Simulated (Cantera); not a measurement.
A perfectly stirred reactor is fed with 41.7 % CH₄, 58.3 % H₂O, at 2780 Torr; it is held at 1398 K, and followed from long to short residence time.

Detailed kinetics in Cantera: GRI-Mech 3.0 (53 species, 325 reactions).

Question: Predict: x(CH₄) at τ = 2.60 s; x(H₂O) at τ = 2.60 s; x(H₂) at τ = 2.60 s; x(CH₂O) at τ = 2.60 s; x(CH₄) at τ = 46.0 ms; x(H₂O) at τ = 46.0 ms; x(H₂) at τ = 46.0 ms; x(CH₂O) at τ = 46.0 ms.

Answer: 
```
Item                      Value
----------------------  -------
x(CH₄) at τ = 2.60 s      0.250
x(H₂O) at τ = 2.60 s      0.504
x(H₂) at τ = 2.60 s       0.180
x(CH₂O) at τ = 2.60 s   9.49e-7
x(CH₄) at τ = 46.0 ms     0.406
x(H₂O) at τ = 46.0 ms     0.580
x(H₂) at τ = 46.0 ms    0.00937
x(CH₂O) at τ = 46.0 ms  1.79e-6
```
